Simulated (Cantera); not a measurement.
A Cantera script and its output.

```python
import numpy as np
import cantera as ct

gas = ct.Solution("gri30.yaml")
gas.TPX = 723, 33000, {'CH4': 1, 'C2H6': 0.099, 'O2': 1.38, 'N2': 10.9}
inlet = ct.Reservoir(gas, clone=True)
gas.equilibrate("HP")  # start burning
reactor = ct.IdealGasConstPressureReactor(gas, energy="on", clone=False)
exhaust = ct.Reservoir(gas, clone=True)
tau = [0.49, 0.18, 0.069, 0.026, 0.0097, 0.0037, 0.0014, 0.00052, 0.00019, 7.3e-05, 2.7e-05][0]
for a, b in ((inlet, reactor), (reactor, exhaust)):
    ct.MassFlowController(a, b, mdot=lambda t: reactor.mass / tau)
net = ct.ReactorNet([reactor])
show = ['CH4', 'C2H6', 'O2', 'C2H', 'CH2CO', 'CH3']

rows = []
print(f"{'tau/s':>10s}{'T/K':>9s}" + "".join(f"{s:>11s}" for s in show))
for tau in [0.49, 0.18, 0.069, 0.026, 0.0097, 0.0037, 0.0014, 0.00052, 0.00019, 7.3e-05, 2.7e-05]:
    net.initial_time = 0.0
    net.advance(30 * tau)
    before = gas.X
    net.advance(40 * tau)
    drift = np.max(np.abs(gas.X - before) / (gas.X + 1e-9))
    rows.append([gas.T, *gas[show].X, drift])
    print(f"{tau:10.3e}{gas.T:9.1f}" + "".join(f"{x:11.3e}" for x in gas[show].X))
```

It prints:

```
     tau/s      T/K        CH4       C2H6         O2        C2H      CH2CO        CH3
 4.900e-01   1617.3  4.123e-03  1.375e-05  6.675e-04  3.581e-08  2.750e-05  1.812e-04
 1.800e-01   1611.1  4.452e-03  2.721e-05  1.256e-03  5.236e-08  4.146e-05  2.757e-04
 6.900e-02   1598.8  5.005e-03  5.357e-05  2.369e-03  6.655e-08  5.954e-05  4.072e-04
 2.600e-02   1570.5  6.316e-03  1.212e-04  5.005e-03  6.631e-08  9.293e-05  5.915e-04
 9.700e-03    723.0  7.474e-02  7.400e-03  1.031e-01  2.286e-39  2.686e-18  2.624e-13
 3.700e-03    723.0  7.474e-02  7.400e-03  1.031e-01 -6.542e-42 -4.484e-23  1.094e-13
 1.400e-03    723.0  7.474e-02  7.400e-03  1.031e-01  3.172e-47  2.188e-28  4.294e-14
 5.200e-04    723.0  7.474e-02  7.400e-03  1.031e-01  1.391e-51  7.708e-32  1.619e-14
 1.900e-04    723.0  7.474e-02  7.400e-03  1.031e-01 -5.311e-56  1.087e-35  5.939e-15
 7.300e-05    723.0  7.474e-02  7.400e-03  1.031e-01 -2.523e-56 -2.144e-35  2.520e-15
 2.700e-05    723.0  7.474e-02  7.400e-03  1.031e-01 -1.879e-58 -9.406e-38  8.476e-16
```

Computed with Cantera and GRI-Mech 3.0 (53 species, 325 reactions).
